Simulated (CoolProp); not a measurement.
A single-stage vapour-compression cycle with propane: evaporating at 239.15 K (dew point), condensing at 271.15 K (bubble point), superheat 0 K, subcooling 2 K, compressor efficiency 0.85, no pressure losses. Each further row changes one setting.

Values from CoolProp's reference Helmholtz-energy equation of state, Lemmon 2009.

```tsv
case	cooling COP	pressure ratio	discharge temperature (K)	refrigerating effect (kJ/kg)	volumetric capacity (kJ/m³)
as stated	5.67	3.12	285.0	346	1150
evaporating temperature 244.15 K	6.99	2.56	282.3	351	1410
condensing temperature 266.15 K	6.87	2.66	278.4	358	1190
subcooling 7 K	5.87	3.12	285.0	358	1190
superheat 10 K	5.65	3.12	295.2	361	1140
compressor efficiency 0.75	5.01	3.12	289.6	346	1150
```
